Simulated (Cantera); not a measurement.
A perfectly stirred reactor is fed with 99.5 % N2O, 0.547 % H2O, at 26.3 Torr; it is held at 1375 K, and followed from long to short residence time.

Detailed kinetics in Cantera: GRI-Mech 3.0 (53 species, 325 reactions). GRI-Mech 3.0 was tuned for natural gas; its chemistry of N2O as a main component is partial and can be far from experiment. Radical loss at walls, strong at low pressure, is not modelled. The mechanism lacks the step 2 NO + O2 → 2 NO2, which can matter for NO2 below about 1400 K. The temperature is held fixed by assumption; the heat of reaction is taken as removed at once.

Task: Predict: x(N2O) at τ = 2.20 s; x(H2O) at τ = 2.20 s; x(NO) at τ = 2.20 s; x(N2) at τ = 2.20 s; x(H2) at τ = 2.20 s; x(N2O) at τ = 23.0 ms; x(H2O) at τ = 23.0 ms; x(NO) at τ = 23.0 ms; x(N2) at τ = 23.0 ms; x(H2) at τ = 23.0 ms.

Result: 
```
Property                Result
---------------------  -------
x(N2O) at τ = 2.20 s     0.433
x(H2O) at τ = 2.20 s   0.00442
x(NO) at τ = 2.20 s     0.0638
x(N2) at τ = 2.20 s      0.343
x(H2) at τ = 2.20 s    6.28e-8
x(N2O) at τ = 23.0 ms    0.981
x(H2O) at τ = 23.0 ms  0.00543
x(NO) at τ = 23.0 ms   0.00155
x(N2) at τ = 23.0 ms   0.00821
x(H2) at τ = 23.0 ms   4.62e-8
```
